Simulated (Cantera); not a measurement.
**Thermodynamics of metals in furnace atmospheres, feed Ti + CO + H2**

Charge: 1 mol Ti, 18 mol CO, 1.1 mol H2, equilibrated at 0.0100 bar.

These are equilibrium values from Cantera (NASA tables, ideal gas, pure condensed phases), not measurements of a reactor. Candidate condensed phases: C, C6H6, C7H8, C8H18, H2O, Ti, TiC, TiO, TiO2, Ti2O3, Ti3O5, Ti4O7; 113 gas species. Mutual solubility and eutectic melting of coexisting phases are not modelled. TiC, TiO: taken at fixed stoichiometry. Condensed phases not in the tables: Magnéli phases beyond Ti4O7, solid solutions among these carbides, nitrides and lower oxides. The numbers say what is thermodynamically allowed, not how fast it happens.

```json
[
 {"T (K)": "1100", "log p CO": "-2.03", "log p H2": "-3.19", "log p H": "-9.18", "log p CO2": "-5.11", "log p TiO": "<-14", "n C(graphite)": "2.01", "n TiO2(rutile)": "1.00", "n Ti3O5(s)": "0", "n TiC(s)": "0", "n Ti2O3(s)": "0", "n TiO(s)": "0"},
 {"T (K)": "1250", "log p CO": "-2.03", "log p H2": "-3.20", "log p H": "-7.92", "log p CO2": "-6.07", "log p TiO": "<-14", "n C(graphite)": "1.67", "n TiO2(rutile)": "0", "n Ti3O5(s)": "0.333", "n TiC(s)": "0", "n Ti2O3(s)": "0", "n TiO(s)": "0"},
 {"T (K)": "1400", "log p CO": "-2.03", "log p H2": "-3.23", "log p H": "-6.93", "log p CO2": "-6.34", "log p TiO": "-13.25", "n C(graphite)": "0", "n TiO2(rutile)": "0", "n Ti3O5(s)": "0", "n TiC(s)": "0.600", "n Ti2O3(s)": "0.200", "n TiO(s)": "0"},
 {"T (K)": "1550", "log p CO": "-2.03", "log p H2": "-3.23", "log p H": "-6.11", "log p CO2": "-6.38", "log p TiO": "-10.90", "n C(graphite)": "0", "n TiO2(rutile)": "0", "n Ti3O5(s)": "0", "n TiC(s)": "0.600", "n Ti2O3(s)": "0.200", "n TiO(s)": "0"},
 {"T (K)": "1700", "log p CO": "-2.03", "log p H2": "-3.23", "log p H": "-5.45", "log p CO2": "-6.41", "log p TiO": "-8.98", "n C(graphite)": "0", "n TiO2(rutile)": "0", "n Ti3O5(s)": "0", "n TiC(s)": "0.600", "n Ti2O3(s)": "0.200", "n TiO(s)": "0"},
 {"T (K)": "1850", "log p CO": "-2.03", "log p H2": "-3.23", "log p H": "-4.88", "log p CO2": "-6.44", "log p TiO": "-7.38", "n C(graphite)": "0", "n TiO2(rutile)": "0", "n Ti3O5(s)": "0", "n TiC(s)": "0.600", "n Ti2O3(s)": "0.200", "n TiO(s)": "0"},
 {"T (K)": "2000", "log p CO": "-2.03", "log p H2": "-3.24", "log p H": "-4.41", "log p CO2": "-6.52", "log p TiO": "-6.15", "n C(graphite)": "0", "n TiO2(rutile)": "0", "n Ti3O5(s)": "0", "n TiC(s)": "0.500", "n Ti2O3(s)": "0", "n TiO(s)": "0.498"}
]
```
log p: log10 of the partial pressure in bar; n: condensed amount in mol.

At 1100 K the condensed part is C(graphite) + TiO2(rutile). At 1250 K the condensed part is C(graphite) + Ti3O5(s). From 1400 K to 1850 K the condensed part is TiC(s) + Ti2O3(s). At 2000 K the condensed part is TiC(s) + TiO(s).
